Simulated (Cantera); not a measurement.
**Equilibrium for metals in furnace atmospheres: Al + H2O + CO**

Feed: 1 mol Al, 9.6 mol H2O, 0.8 mol CO, equilibrated at 623.15 K.

Equilibrium computed with Cantera from the NASA thermochemical tables; the gas is ideal and each condensed phase is pure. Candidate condensed phases: Al, Al2O3, C, C6H6, C7H8, C8H18, H2O; 121 gas species. Kinetics and transport are ignored.

From 10.0 Pa to 3000000 Pa the condensed part is Al2O3(s).

| P (Pa) | x H2O | x H2 | x CO2 | x CH4 | x CO | n Al2O3(s) |
|---|---|---|---|---|---|---|
| 10 | 0.703 | 0.220 | 0.0758 | 6.44e-8 | 0.00112 | 0.500 |
| 82 | 0.703 | 0.220 | 0.0758 | 4.33e-6 | 0.00112 | 0.500 |
| 670 | 0.704 | 0.219 | 0.0756 | 0.000282 | 0.00111 | 0.500 |
| 5500 | 0.733 | 0.189 | 0.0686 | 0.00882 | 0.000835 | 0.500 |
| 45000 | 0.813 | 0.105 | 0.0490 | 0.0326 | 0.000299 | 0.500 |
| 370000 | 0.870 | 0.0456 | 0.0351 | 0.0493 | 8.69e-5 | 0.500 |
| 3000000 | 0.897 | 0.0178 | 0.0285 | 0.0572 | 2.67e-5 | 0.500 |
x: gas mole fraction; n: condensed amount in mol.
